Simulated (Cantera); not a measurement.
Cantera run:

```python
import numpy as np
import cantera as ct

gas_names = [...]  # 62 gases of nasa_gas.yaml made of B, F, H, N, O
cond_names = """
    B(b) B(L) BN(s) B2O3(L) B3O3H3(cr) H2O(s) H2O(L)
""".split()


# ... load() reads the species with a 1 bar reference pressure and builds the phases ...
atoms = {
    'BF3': {'B': 1, 'F': 3},
    'H2O': {'H': 2, 'O': 1},
    'N2': {'N': 2},
    'H2': {'H': 2},
}
top_T = {'BN(s)': 3200}  # K; cautious upper limits of use, not melting points


# ... equilibrate(T, P, feed) seeds the gas with the atoms and calls Mixture.equilibrate('TP', solver="vcs", rtol=1e-11, max_steps=5000) ...
results = []
feed = {'BF3': 1, 'H2O': 0.35, 'N2': 62, 'H2': 8.6}  # mol
T = 1475  # K
P = 5600  # Pa
mix = equilibrate(T, P, feed)
results.append((T, P, feed, dict(zip(mix.species_names, mix.species_moles))))
x = sorted(zip(gas.X, gas.species_names), reverse=True)
print(f"T = {T:g} K  P = {P:g} Pa  gas = {mix.phase_moles(0):.4g} mol")
print("   x: " + "  ".join(f"{s} {v:.3e}" for v, s in x if v > 0.0001))
print("   condensed (mol): " + ("  ".join(f"{mix.phase(i).name} {mix.phase_moles(i):.4g}"
      for i in range(1, mix.n_phases) if mix.phase_moles(i) > 1e-12) or "none"))
```

Output:

```
T = 1475 K  P = 5600 Pa  gas = 72.3 mol
   x: N2 8.575e-01  H2 1.188e-01  HF 9.736e-03  BF3 8.911e-03  BOF 4.784e-03
   condensed (mol): none
```

These are equilibrium values from Cantera (NASA tables, ideal gas, pure condensed phases), not measurements of a reactor. The tables' values for BF2 are old estimates; treat these amounts as uncertain.
